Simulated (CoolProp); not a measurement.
Vapour-liquid equilibrium of hydrogen chloride (1) + propane (2) at 1110 kPa; x and y are mole fractions of (1).

Model: multi-fluid Helmholtz-energy mixture model, Thol 2018 and Lemmon 2009; pair parameters Bell 2016, in CoolProp.

```json
[
 {"x": "0.05", "bubble temperature (°C)": "20.4", "y at the bubble point": "0.234", "dew temperature at overall composition x (°C)": "29.0", "liquid density (mol/L)": "11.60"},
 {"x": "0.15", "bubble temperature (°C)": "3.7", "y at the bubble point": "0.535", "dew temperature at overall composition x (°C)": "24.4", "liquid density (mol/L)": "12.82"},
 {"x": "0.25", "bubble temperature (°C)": "-7.0", "y at the bubble point": "0.685", "dew temperature at overall composition x (°C)": "19.6", "liquid density (mol/L)": "[?]"},
 {"x": "0.35", "bubble temperature (°C)": "-13.7", "y at the bubble point": "[?]", "dew temperature at overall composition x (°C)": "14.5", "liquid density (mol/L)": "15.13"},
 {"x": "0.45", "bubble temperature (°C)": "[?]", "y at the bubble point": "0.812", "dew temperature at overall composition x (°C)": "8.9", "liquid density (mol/L)": "16.37"},
 {"x": "0.55", "bubble temperature (°C)": "[?]", "y at the bubble point": "0.845", "dew temperature at overall composition x (°C)": "2.7", "liquid density (mol/L)": "17.75"},
 {"x": "0.65", "bubble temperature (°C)": "-23.2", "y at the bubble point": "0.873", "dew temperature at overall composition x (°C)": "-4.3", "liquid density (mol/L)": "19.35"},
 {"x": "0.75", "bubble temperature (°C)": "-25.1", "y at the bubble point": "0.899", "dew temperature at overall composition x (°C)": "-12.4", "liquid density (mol/L)": "21.28"},
 {"x": "0.85", "bubble temperature (°C)": "-26.8", "y at the bubble point": "0.931", "dew temperature at overall composition x (°C)": "-21.4", "liquid density (mol/L)": "[?]"},
 {"x": "0.95", "bubble temperature (°C)": "-28.4", "y at the bubble point": "0.972", "dew temperature at overall composition x (°C)": "-27.6", "liquid density (mol/L)": "26.54"}
]
```

**Question.** Complete the blanks.

**Answer.** 
- 0.25, liquid density (mol/L): 13.98
- 0.35, y at the bubble point: 0.765
- 0.45, bubble temperature (°C): -18.0
- 0.55, bubble temperature (°C): -21.0
- 0.85, liquid density (mol/L): 23.63

No azeotrope shows between x = 0.05 and 0.95.

Pair parameters are fitted to limited data, so mixtures are less certain than the pure fluids.
